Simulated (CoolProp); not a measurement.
The fluid at 298.15 K and 12.2 MPa expands adiabatically to 1.51 MPa with isentropic efficiency 0.8. The same conditions are run with several fluids, on thermodynamics alone (safety and materials aside).

Values from CoolProp's reference Helmholtz-energy equation of state of each fluid (ethylene: Smukala 2000; oxygen: Schmidt 1985; C2F6 (R116): Lemmon 2006; nitrogen: Span 2000; CF4 (R14): Platzer 1990). The equations of Platzer and Polt are older, rougher fits.

Q: Rank ethylene, oxygen, C2F6 (R116), nitrogen, CF4 (R14) by work (kJ/kg), highest first.

A: nitrogen (105), oxygen (87.9), ethylene (36.0), CF4 (R14) (24.9), C2F6 (R116) (8.24)

```
fluid        final temperature (K)                       final phase  final density (kg/m³)
-----------  ---------------------  --------------------------------  ---------------------
ethylene                     234.5  two-phase, vapour fraction 0.427                   60.3
oxygen                       180.8                               gas                   34.3
C2F6 (R116)                  265.8  two-phase, vapour fraction 0.349                    324
nitrogen                     183.0                               gas                   29.1
CF4 (R14)                    201.1                               gas                    106
```
